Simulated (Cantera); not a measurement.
## Gas activation for diamond growth

An isothermal, constant-pressure homogeneous reactor starts with CH4 : H2 = 0.011 : 1 (molar parts), at 1800 K and 10.00 Torr.

Computed with Cantera and GRI-Mech 3.0 (53 species, 325 reactions). GRI-Mech 3.0 stops at C3 and has no aromatics, soot or wall deposition, so with more carbon than oxygen in the feed, carbon stays in small species such as C2H2 where larger ones or solid carbon would form. Radical loss at walls, strong at low pressure, is not modelled.

```csv
t (s),x CH4,x H2,x CH2,x C2H6,x CH3,x C2H4,x C2H
3.00e-5,0.0109,0.989,<1e-12,<1e-12,2.90e-7,<1e-12,<1e-12
8.77e-5,0.0109,0.989,<1e-12,<1e-12,6.32e-7,<1e-12,<1e-12
0.000256,0.0109,0.989,7.32e-12,2.82e-12,1.42e-6,9.45e-12,<1e-12
0.000750,0.0109,0.989,6.02e-11,3.88e-11,3.66e-6,1.83e-10,<1e-12
0.00219,0.0109,0.989,5.11e-10,4.63e-10,1.02e-5,4.03e-9,<1e-12
0.00641,0.0108,0.989,4.32e-9,4.35e-9,2.93e-5,8.74e-8,<1e-12
0.0187,0.0108,0.989,3.59e-8,3.29e-8,8.43e-5,1.37e-6,3.56e-12
0.0548,0.0105,0.988,2.65e-7,1.73e-7,0.000230,7.58e-6,4.38e-10
0.160,0.00904,0.988,9.26e-7,3.44e-7,0.000405,1.26e-5,1.34e-8
0.468,0.00533,0.989,8.11e-7,1.49e-7,0.000287,6.02e-6,6.07e-8
1.37,0.00217,0.991,4.03e-7,2.73e-8,0.000127,2.27e-6,1.08e-7
4.00,0.000731,0.991,1.54e-7,3.28e-9,4.51e-5,1.65e-6,1.34e-7
11.7,0.000242,0.991,5.33e-8,3.76e-10,1.52e-5,1.62e-6,1.43e-7
34.2,9.16e-5,0.991,2.04e-8,6.14e-11,5.78e-6,1.64e-6,1.46e-7
100,5.73e-5,0.991,1.28e-8,2.93e-11,3.62e-6,1.64e-6,1.47e-7
```
x: mole fraction; the columns are a selection and need not sum to one.

Equilibrium at this temperature and pressure: CH4 5.55e-5, H2 0.991, CH2 1.24e-8, C2H6 2.80e-11, CH3 3.51e-6, C2H4 1.64e-6, C2H 1.47e-7 (gas phase only).
